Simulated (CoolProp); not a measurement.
Properties of CHF3 (R23) along the isobar 101 kPa.

Computed with CoolProp (reference Helmholtz-energy equation of state, Penoncello 2003).

| T (°C) | phase | viscosity (µPa s) | Prandtl number |
|---|---|---|---|
| -80.65 | gas | 9.54 | 0.822 |
| -58.95 | gas | 10.7 | 0.767 |
| -37.25 | gas | 11.8 | 0.763 |
| -15.45 | gas | 12.9 | 0.774 |
| 6.25 | gas | 14.0 | 0.790 |
| 27.95 | gas | 15.1 | 0.809 |
| 49.75 | gas | 16.1 | 0.829 |
| 71.45 | gas | 17.1 | 0.849 |
| 93.15 | gas | 18.0 | 0.867 |
| 114.95 | gas | 19.0 | 0.885 |
| 136.65 | gas | 19.9 | 0.902 |
| 158.35 | gas | 20.9 | 0.918 |
| 180.15 | gas | 21.8 | 0.932 |
| 201.85 | gas | 22.6 | 0.945 |

Viscosity comes from a separate model (Shan 2000). Thermal conductivity comes from a separate model (Shan 2000).
